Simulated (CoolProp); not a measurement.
Saturation properties of normal hydrogen (Tc = 33.1 K, pc = 1296 kPa, ω = -0.219).

The numbers come from the reference Helmholtz-energy equation of state, Leachman 2009 in CoolProp.

| T (K) | p (kPa) | vapour density (kg/m³) | enthalpy of vaporisation (kJ/kg) | liquid cp (kJ/(kg K)) | liquid conductivity (mW/(m K)) |
|---|---|---|---|---|---|
| 25.6 | 363.5 | 4.400 | 400.8 | 13.98 | 102 |
| 26.1 | 401.9 | ? | 393.2 | 14.62 | 101 |
| 26.7 | 451.5 | 5.475 | 383.0 | 15.50 | 101 |
| 27.3 | 505.3 | ? | 371.6 | 16.52 | 99.8 |
| 27.9 | 563.5 | ? | 359.0 | 17.75 | 98.9 |
| 28.4 | 615.4 | 7.617 | 347.3 | 18.98 | 98.0 |
| 29 | 682.1 | 8.560 | 331.7 | 20.81 | 96.9 |
| 29.6 | ? | 9.636 | 314.1 | 23.21 | 95.6 |
| 30.2 | 830.5 | 10.88 | 293.8 | 26.53 | 94.2 |
| 30.7 | 898.8 | 12.09 | 274.4 | 30.50 | 92.8 |
| 31.3 | 986.0 | 13.82 | 246.9 | 38.08 | 91.2 |
| 31.9 | 1079 | 16.05 | 212.4 | 53.17 | 89.8 |
| 32.5 | 1180 | 19.28 | 163.9 | 98.57 | 90.7 |

### Question
Fill in the missing entries.

### Answer

- 26.1, vapour density (kg/m³): 4.863
- 27.3, vapour density (kg/m³): 6.155
- 27.9, vapour density (kg/m³): 6.914
- 29.6, p (kPa): 753.7

It boils at 20.4 K under 1 atm.

Thermal conductivity comes from a separate model (Assael 2011).
